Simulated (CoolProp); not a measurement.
Computed with CoolProp (reference Helmholtz-energy equation of state, Lemmon 2006). It is a short technical equation, of lower accuracy than the large ones.

Task: For CH3F (R41), give the phase and the density (kg/m³), speed of sound (m/s), fugacity coefficient at 210.2 K and 6.21 MPa; 258 K and 6.21 MPa.

Result: 
- 210.2 K and 6.21 MPa: liquid; density 858, speed of sound 1040, fugacity coefficient 0.0382
- 258 K and 6.21 MPa: liquid; density 745, speed of sound 767, fugacity coefficient 0.195
